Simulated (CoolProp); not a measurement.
Vapour-liquid equilibrium of propane (1) + neopentane (2) at 325.7 K; x and y are mole fractions of (1).

Computed with CoolProp (multi-fluid Helmholtz-energy mixture model, Lemmon 2009 and Lemmon 2006; pair parameters Bell 2016).

```
x      bubble pressure (MPa)  y at the bubble point  dew pressure at overall composition x (MPa)  liquid density (mol/L)
-----  ---------------------  ---------------------  -------------------------------------------  ----------------------
0.05                  0.4151                  0.119                                       0.3945                   7.778
0.125                 0.4679                  0.267                                       0.4172                   7.972
0.2                   0.5244                  0.393                                       0.4425                   8.172
0.275                 0.5872                  0.502                                       0.4710                   8.379
0.35                  0.6585                  0.599                                       0.5035                   8.591
0.425                 0.7407                  0.684                                       0.5412                   8.806
0.5                   0.8358                  0.757                                       0.5856                   9.023
0.575                 0.9454                  0.819                                       0.6390                   9.237
0.65                   1.070                  0.871                                       0.7053                   9.446
0.725                  1.211                  0.912                                       0.7908                   9.644
0.8                    1.364                  0.945                                       0.9077                   9.821
0.875                  1.528                  0.971                                        1.083                   9.965
0.95                   1.697                  0.990                                        1.391                   10.05
```

No azeotrope shows between x = 0.05 and 0.95.

The pair parameters rest on a limited set of measurements; away from them the model extrapolates.
